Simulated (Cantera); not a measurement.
Input (Python, Cantera):

```python
import numpy as np
import cantera as ct

gas = ct.Solution("gri30.yaml")


def delay(T, t_max=10):
    gas.TPX = T, 1200000, {'CH4': 1, 'O2': 3.08, 'N2': 11.6}
    reactor = ct.IdealGasConstPressureReactor(gas, clone=False)
    net = ct.ReactorNet([reactor])
    net.rtol, net.atol = 1e-8, 1e-16
    while net.time < t_max:
        t_old, T_old = net.time, reactor.T
        net.step()
        if reactor.T > T + 400:  # ignition: a rise of 400 K
            return t_old + (T + 400 - T_old) / (reactor.T - T_old) * (net.time - t_old)
    return np.nan


taus = []
for T in [1025, 1075, 1125, 1175, 1225, 1275, 1325, 1375, 1425]:
    taus.append(delay(T))
    print(f"T0 = {T:6g} K   tau = {taus[-1]:.4e} s")
```

Output:

```
T0 =   1025 K   tau = 3.9651e-02 s
T0 =   1075 K   tau = 1.7725e-02 s
T0 =   1125 K   tau = 8.5829e-03 s
T0 =   1175 K   tau = 4.4182e-03 s
T0 =   1225 K   tau = 2.3823e-03 s
T0 =   1275 K   tau = 1.3322e-03 s
T0 =   1325 K   tau = 7.6800e-04 s
T0 =   1375 K   tau = 4.5482e-04 s
T0 =   1425 K   tau = 2.7606e-04 s
```

Model: GRI-Mech 3.0 (53 species, 325 reactions), integrated in Cantera. The pressure lies above the range GRI-Mech 3.0 was tuned for (to about 10 atm).
